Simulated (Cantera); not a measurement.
# Diamond growth

A diamond (100) surface in a fixed gas of H2 with x(CH4) = 0.021, x(CH3) = 5.6e-05, at 948 K, 12.0 Torr; coverages are run to steady state.

Model: the Harris–Goodwin 1993 mechanism for the reconstructed diamond (100) surface, integrated in Cantera.

```csv
x(H),growth (µm/h),θ c6HH,θ c6H*,θ c6*H,θ c6**,θ c6HM
0.0001,0.106,0.571,0.0114,0.273,0.00334,0.108
0.00021,0.173,0.583,0.0121,0.290,0.00445,0.0847
0.00046,0.245,0.603,0.0128,0.307,0.00537,0.0551
0.00099,0.300,0.621,0.0133,0.319,0.00596,0.0313
0.0021,0.334,0.632,0.0137,0.326,0.00630,0.0164
0.0045,0.352,0.639,0.0138,0.330,0.00648,0.00810
0.0098,0.361,0.642,0.0139,0.332,0.00657,0.00382
0.021,0.366,0.644,0.0140,0.333,0.00661,0.00180
0.045,0.368,0.645,0.0141,0.334,0.00664,0.000847
```
θ: site fractions in the mechanism's names (c6HH fully hydrogenated, c6H* and c6*H radical sites, c6** diradical, c6HM methylated).
